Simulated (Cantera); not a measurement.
**Thermodynamics of silicon etching in halogen gases, feed Si + NF3 + N2 + Cl2**

A closed system holds: 1 mol Si, 5.5 mol NF3, 38 mol N2, 0.59 mol Cl2, at 68000 Pa.

Equilibrium computed with Cantera from the NASA thermochemical tables; the gas is ideal and each condensed phase is pure. Candidate condensed phases: Si, Si3N4; 24 gas species. Kinetics and transport are ignored.

From 250 °C to 700 °C nothing is condensed. The main Si-bearing gas is SiF4 throughout.

```
T (°C)   x N2      x F2   x NF3       x F   x ClF  x SiF4
------  -----  --------  ------  --------  ------  ------
250     0.868   3.21e-5  0.0828   8.87e-8  0.0243  0.0223
300     0.868  0.000188  0.0831   1.09e-6  0.0249  0.0223
350     0.868  0.000826  0.0829   8.93e-6  0.0253  0.0223
400     0.867   0.00288  0.0816   5.34e-5  0.0255  0.0223
450     0.865   0.00822  0.0778  0.000247  0.0256  0.0222
500     0.862    0.0195  0.0694  0.000917  0.0255  0.0220
550     0.856    0.0383  0.0552   0.00278  0.0253  0.0217
600     0.848    0.0610  0.0372   0.00697  0.0249  0.0213
650     0.840    0.0794  0.0208    0.0147  0.0245  0.0209
700     0.831    0.0876  0.0101    0.0267  0.0241  0.0205
```
x: gas mole fraction; nothing condenses.
